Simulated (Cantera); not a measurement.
Cantera with NASA thermochemical tables; ideal gases at 1 bar, condensed phases pure. Values are per mole of reaction as written; species without (g) are pure solids or liquids, kept so even where they would boil at 1 bar.

0.6667 Cr + O₂(g) = 0.6667 CrO₃(g)

| T (K) | ΔH° (kJ) | ΔS° (J/K) | ΔG° (kJ) | log10 K |
|---|---|---|---|---|
| 1123 | -198.0 | -48.1 | -143.9 | 6.69 |
| 1173 | -198.2 | -48.4 | -141.5 | 6.30 |
| 1223 | (withheld) | (withheld) | (withheld) | (withheld) |
| 1273 | (withheld) | (withheld) | (withheld) | (withheld) |
| 1323 | -199.2 | -49.1 | -134.2 | 5.30 |
| 1373 | -199.6 | -49.4 | -131.7 | 5.01 |
| 1423 | -200.0 | -49.7 | -129.2 | 4.74 |
| 1473 | (withheld) | (withheld) | (withheld) | (withheld) |
| 1523 | -200.9 | -50.4 | -124.2 | 4.26 |
| 1573 | -201.5 | -50.7 | -121.7 | 4.04 |
| 1623 | -202.0 | -51.1 | -119.2 | 3.83 |

### Question
Some entries are withheld; supply them.

### Answer

- 1223, ΔH° (kJ): -198.5
- 1223, ΔS° (J/K): -48.6
- 1223, ΔG° (kJ): -139.1
- 1223, log10 K: 5.94
- 1273, ΔH° (kJ): -198.8
- 1273, ΔS° (J/K): -48.9
- 1273, ΔG° (kJ): -136.6
- 1273, log10 K: 5.61
- 1473, ΔH° (kJ): -200.4
- 1473, ΔS° (J/K): -50.0
- 1473, ΔG° (kJ): -126.7
- 1473, log10 K: 4.49
